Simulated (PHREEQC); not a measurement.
Synthetic water in mg/L, 38 °C, pH 6.56, pe -0.5: Na 0.626; K 0.116; Ca 1.4; Mg 0.0934; Cl 0.874; S(6) as SO4 1.73; Alkalinity as HCO3 3.07; Si as SiO2 0.0951.

Valence states are taken as typed.

Model: ion-association model, phreeqc.dat, run in PHREEQC.

| Quantity | Result |
|---|---|
| ionic strength | 0.000166 mol/kgw |
| charge-balance error | -1.5 % |

```tsv
species	molality	activity	log γ
HCO3-	5.04e-5	4.97e-5	-0.007
Ca+2	3.48e-5	3.28e-5	-0.026
CO2	2.74e-5	2.74e-5	0.000
Na+	2.72e-5	2.68e-5	-0.007
Cl-	2.46e-5	2.43e-5	-0.007
SO4-2	1.79e-5	1.68e-5	-0.026
Mg+2	3.82e-6	3.60e-6	-0.026
K+	2.97e-6	2.92e-6	-0.007
H4SiO4	1.58e-6	1.58e-6	0.000
H+	2.80e-7	2.75e-7	-0.006
CaSO4	1.08e-7	1.08e-7	0.000
OH-	9.45e-8	9.31e-8	-0.007
```

Precipitation was switched off in this run. Away from 25 °C the constants follow the database's enthalpies or fits; those with neither stay at their 25 °C values.
